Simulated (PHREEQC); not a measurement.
Make-up at 25 °C: 0.018 mol CuSO4, 0.00095 mol HBF4 and 0.0011 mol KCl per kg of water. Closed to the air; pH follows from the charge balance.

Computed with PHREEQC (ion-association model, phreeqc.dat).

Problem. The ionic strength comes out as 0.0490 mol/kgw. What activity coefficients do K+, BF2(OH)2-, HSO4-, H+, Cu+2 get?

Solution. K+ 0.81, BF2(OH)2- 0.82, HSO4- 0.82, H+ 0.86, Cu+2 0.49.

No solid was allowed to form. Real BF4- forms and hydrolyses slowly; the run takes it at equilibrium.
